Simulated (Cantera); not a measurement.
Feed: 1 mol HI, 0.05 mol O2, 0.11 mol H2, held at 2150 K and 3600 Torr.

Equilibrium computed with Cantera from the NASA thermochemical tables; the gas is ideal and each condensed phase is pure. Candidate condensed phases: H2O, I2; 12 gas species. Equilibrium is a limit: real reactors are often held back by kinetics, nucleation or transport.

Base state: I 0.456, H2 0.249, HI 0.209, H2O 0.0695, I2 0.0150, H 0.000961, OH 3.46e-5 (mole fractions); condensed: gas only.

What changes in the equilibrium state with this change: HI replaced by N2O?


| species | before | after |
|---|---|---|
| N2 | 0 | 0.617 |
| O2 | 1.11e-8 | 0.301 |
| H2O | 0.0695 | 0.0672 |
| I | 0.456 | 0 |
| HI | 0.209 | 0 |
| I2 | 0.0150 | 0 |
| NO | 0 | 0.0119 |
| H2 | 0.249 | 4.63e-5 |
| NO2 | 0 | 4.29e-5 |
| O | 9.40e-8 | 0.000490 |
